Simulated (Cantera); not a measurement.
## Hydrocarbon pyrolysis for carbon deposition

A perfectly stirred reactor is fed with 0.621 % CH4, 99.4 % N2, at 0.987 atm; it is held at 1825 K, and followed from long to short residence time.

Computed with Cantera and GRI-Mech 3.0 (53 species, 325 reactions). GRI-Mech 3.0 stops at C3 and has no aromatics, soot or wall deposition, so with more carbon than oxygen in the feed, carbon stays in small species such as C2H2 where larger ones or solid carbon would form.

```csv
τ (s),x CH4,x CH3,x H,x C2H,x C2H2
3.8,0.000111,1.01e-5,4.12e-5,1.26e-7,0.00284
1.1,0.000211,1.89e-5,4.02e-5,1.26e-7,0.00287
0.33,0.000392,3.44e-5,3.85e-5,1.23e-7,0.00282
0.099,0.000726,6.18e-5,3.57e-5,1.14e-7,0.00266
0.030,0.00132,0.000107,3.14e-5,9.99e-8,0.00234
0.0088,0.00231,0.000178,2.51e-5,7.72e-8,0.00175
0.0026,0.00372,0.000260,1.67e-5,4.53e-8,0.000908
0.00078,0.00523,0.000272,7.26e-6,1.22e-8,0.000173
0.00023,0.00603,0.000134,2.05e-6,5.96e-10,4.21e-6
```
x: mole fraction; the columns are a selection and need not sum to one.
